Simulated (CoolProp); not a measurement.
Properties of methane along the isobar 0.101 MPa (Tc = -82.6 °C, pc = 4.599 MPa, ω = 0.011).

Model: reference Helmholtz-energy equation of state, Setzmann 1991, in CoolProp.

| T (°C) | phase | Joule-Thomson coefficient (K/MPa) | expansivity (1/kK) |
|---|---|---|---|
| -93.65 | gas | 11.27 | 5.716 |
| -68.75 | gas | 8.936 | 4.981 |
| -43.95 | gas | 7.272 | 4.421 |
| -19.05 | gas | 6.005 | 3.975 |
| 5.85 | gas | 5.009 | 3.612 |
| 30.65 | gas | 4.210 | 3.312 |
| 55.55 | gas | 3.554 | 3.057 |
| 80.45 | gas | 3.014 | 2.839 |
| 105.25 | gas | 2.567 | 2.651 |
| 130.15 | gas | 2.194 | 2.486 |
| 155.05 | gas | 1.880 | 2.341 |
| 179.85 | gas | 1.618 | 2.212 |
| 204.75 | gas | 1.395 | 2.096 |
